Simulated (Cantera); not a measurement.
Si + HCl + H₂ + Cl₂ (chlorosilane synthesis and conversion)

Feed: 1 mol Si, 5.1 mol HCl, 3.8 mol H₂, 1.1 mol Cl₂, at 1.10 bar.

Cantera equilibrium calculation (NASA polynomials, part measured and part estimated; ideal gas, pure solids and liquids). Candidate condensed phases: Si; 19 gas species. The tables' values for SiCl₃ are old estimates; treat these amounts as uncertain. Equilibrium is a limit: real reactors are often held back by kinetics, nucleation or transport.

| T (K) | log p H₂ | log p HCl | log p SiCl₄ | log p SiHCl₃ | log p SiCl₃ | log p SiCl₂ | log p SiH₂Cl₂ | log p H |
|---|---|---|---|---|---|---|---|---|
| 525 | -0.24 | -0.39 | -0.91 | -6.20 | <-11 | <-11 | <-11 | <-11 |
| 625 | -0.24 | -0.39 | -0.91 | -5.08 | -10.08 | <-11 | -10.50 | <-11 |
| 725 | -0.24 | -0.39 | -0.91 | -4.27 | -8.04 | <-11 | -8.78 | <-11 |
| 825 | -0.24 | -0.39 | -0.91 | -3.67 | -6.49 | -10.13 | -7.50 | -11.22 |
| 925 | -0.24 | -0.39 | -0.92 | -3.20 | -5.29 | -8.08 | -6.50 | -9.70 |
| 1025 | -0.24 | -0.39 | -0.92 | -2.83 | -4.34 | -6.43 | -5.70 | -8.48 |
| 1125 | -0.24 | -0.39 | -0.92 | -2.54 | -3.56 | -5.10 | -5.06 | -7.47 |
| 1225 | -0.25 | -0.39 | -0.94 | -2.30 | -2.91 | -4.00 | -4.54 | -6.63 |
log p: log10 of the partial pressure in bar; nothing condenses.

From 525 K to 1225 K nothing is condensed. The main Si-bearing gas is SiCl₄ throughout.
